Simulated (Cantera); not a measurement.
Cantera run:

```python
import numpy as np
import cantera as ct

gas_names = """
    AL ALH ALN ALO ALOH ALO2 ALO2H AL2 AL2O AL2O2 H HALO HNO HNO2 HNO3 HO2 H2 H2O H2O2 N NH NH2 NH3
    NH2OH NO NO2 NO3 N2 N2H2 N2H4 N2O O OH O2 O3
""".split()
cond_names = """
    AL(cr) AL(L) ALN(s) AL2O3(a) AL2O3(L) H2O(s) H2O(L)
""".split()


def load(file, names, dense=False):
    # The tables refer to 1 bar. Condensed volumes are neglected.
    table = {s.name: s for s in ct.Species.list_from_file(file)}
    out = []
    for n in names:
        d = dict(table[n].input_data)
        d["thermo"] = dict(d["thermo"], **{"reference-pressure": 1e5})
        if dense:
            d["equation-of-state"] = {"model": "constant-volume", "density": "1e6 g/cm^3"}
        out.append(ct.Species.from_dict(d))
    return out


gas = ct.Solution(thermo="ideal-gas", species=load("nasa_gas.yaml", gas_names))
cond = {s.name: ct.Solution(thermo="fixed-stoichiometry", species=[s], name=s.name)
        for s in load("nasa_condensed.yaml", cond_names, dense=True)}
atoms = {
    'Al': {'AL': 1},
    'NH3': {'N': 1, 'H': 3},
    'H2': {'H': 2},
    'H2O': {'H': 2, 'O': 1},
}
top_T = {'ALN(s)': 2750}  # K; cautious upper limits of use, not melting points


def equilibrate(T, P, feed):
    n = {}
    for name, mol in feed.items():
        for a, k in atoms[name].items():
            n[a] = n.get(a, 0.0) + k * mol
    gas.TPX = T, P, n
    mass = sum(n.values()) * gas.mean_molecular_weight
    gas.equilibrate("TP")
    valid = [c for c in cond.values() if c.min_temp <= T <= top_T.get(c.name, c.max_temp)]
    mix = ct.Mixture([(gas, mass / gas.mean_molecular_weight)] + [(c, 0.0) for c in valid])
    mix.T, mix.P = T, P
    mix.equilibrate("TP", solver="vcs", rtol=1e-11, max_steps=5000)
    return mix


results = []
T = 1250  # K
P = 480  # Pa
for m in [0.15, 0.23, 0.37, 0.59, 0.93, 1.5, 2.3, 3.7, 5.9]:
    feed = {'Al': 1, 'NH3': 0.74, 'H2': 230, 'H2O': m}  # mol
    mix = equilibrate(T, P, feed)
    results.append((T, P, feed, dict(zip(mix.species_names, mix.species_moles))))

top = {s: max(r[3][s] / sum(r[3][g] for g in gas_names) for r in results) for s in gas_names}
cols = sorted((s for s in top if top[s] > 0.0001), key=lambda s: -top[s])[:6]
seen = [c for c in cond_names if any(r[3].get(c, 0) > 1e-12 for r in results)]
print("log10 of partial pressures in bar; condensed amounts in mol")
print(f"{'n(H2O)':>10s}" + "".join(f"{s[:9]:>10s}" for s in cols + seen))
for T, P, feed, n in results:
    ng = sum(n[g] for g in gas_names)
    print(f"{feed['H2O']:10.4g}" + "".join(f"{np.log10(max(n[s] / ng * P / 1e5, 1e-99)):10.3f}" for s in cols)
          + "".join(f"{n.get(c, 0):10.4g}" for c in seen))
```

Output:

```
log10 of partial pressures in bar; condensed amounts in mol
    n(H2O)        H2       H2O        N2     AL(L)    ALN(s)  AL2O3(a)
      0.15    -2.319   -12.664   -15.244     0.153      0.74   0.04965
      0.23    -2.319   -12.664   -15.244   0.09962      0.74   0.07632
      0.37    -2.319   -12.664   -15.244  0.006279      0.74     0.123
      0.59    -2.319    -9.536    -5.860         0    0.6067    0.1967
      0.93    -2.319    -9.393    -5.429         0      0.38      0.31
       1.5    -2.319    -9.290    -5.118         0 1.656e-05       0.5
       2.3    -2.321    -4.784    -5.119         0         0       0.5
       3.7    -2.324    -4.348    -5.122         0         0       0.5
       5.9    -2.328    -4.051    -5.126         0         0       0.5
```

These are equilibrium values from Cantera (NASA tables, ideal gas, pure condensed phases), not measurements of a reactor. Mutual solubility and eutectic melting of coexisting phases are not modelled.
